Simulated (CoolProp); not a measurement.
Values from CoolProp's reference Helmholtz-energy equation of state, Bücker 2006.

### Question
Give the vapour pressure (bar), liquid cp (kJ/(kg K)), surface tension (mN/m) of saturated isobutane at 234.5, 255.1 K.

### Answer
| T (K) | p (bar) | liquid cp (kJ/(kg K)) | surface tension (mN/m) |
|---|---|---|---|
| 234.5 | 0.307 | 2.10 | 17.3 |
| 255.1 | 0.786 | 2.19 | 14.9 |

Surface tension comes from a separate correlation (Mulero 2012).
